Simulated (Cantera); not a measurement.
Input: 1 mol Pb, 35 mol N2, 0.31 mol H2, held at 75.0 Torr.

These are equilibrium values from Cantera (NASA tables, ideal gas, pure condensed phases), not measurements of a reactor. Candidate condensed phases: Pb; 11 gas species. Rates play no part.

x: gas mole fraction; n: condensed amount in mol.

| T (°C) | x N2 | x Pb | x H2 | x H | x Pb2 | n Pb(l) |
|---|---|---|---|---|---|---|
| 352 | 0.991 | 2.33e-10 | 0.00878 | <1e-12 | <1e-12 | 1.00 |
| 452 | 0.991 | 3.37e-8 | 0.00878 | <1e-12 | <1e-12 | 1.000 |
| 552 | 0.991 | 1.43e-6 | 0.00878 | ? | <1e-12 | 1.000 |
| 652 | 0.991 | 2.67e-5 | 0.00878 | ? | 2.49e-11 | 0.999 |
| 752 | 0.991 | 0.000278 | 0.00878 | ? | 1.26e-9 | 0.990 |
| 852 | 0.989 | 0.00189 | 0.00876 | ? | 3.11e-8 | 0.933 |
| 952 | 0.982 | 0.00935 | 0.00870 | ? | 4.47e-7 | 0.667 |
| 1052 | 0.964 | 0.0275 | 0.00854 | ? | 2.47e-6 | 0 |
| 1152 | 0.964 | 0.0275 | 0.00854 | ? | 1.68e-6 | 0 |
| 1252 | 0.964 | 0.0275 | 0.00853 | ? | 1.19e-6 | 0 |

Task: What belongs in the gaps?

Result: 
- 552, x H: 2.35e-12
- 652, x H: 7.72e-11
- 752, x H: 1.29e-9
- 852, x H: 1.32e-8
- 952, x H: 9.19e-8
- 1052, x H: 4.78e-7
- 1152, x H: 1.99e-6
- 1252, x H: 6.91e-6
